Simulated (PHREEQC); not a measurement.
Dissolve 0.0006 mol/kgw Ag2SO4 and 0.027 mol/kgw HNO3 at 25 °C. Closed to the air; pH follows from the charge balance.

The numbers come from PHREEQC with the ion-association model, wateq4f.dat.

```json
{
  "pH": "1.63",
  "ionic_strength": "0.0281 mol/kgw",
  "total_alkalinity": "-27.0 meq/kg"
}
```

```
species  molality  activity   log γ
-------  --------  --------  ------
NO3-       0.0270    0.0228  -0.073
H+         0.0267    0.0234  -0.057
Ag+       0.00119   0.00101  -0.069
HSO4-    0.000351  0.000300  -0.068
SO4-2    0.000246  0.000132  -0.269
AgNO3     1.17e-5   1.18e-5   0.003
AgSO4-    3.05e-6   2.61e-6  -0.069
```

Precipitation was switched off in this run. Complexes and solids missing from the database can't appear.
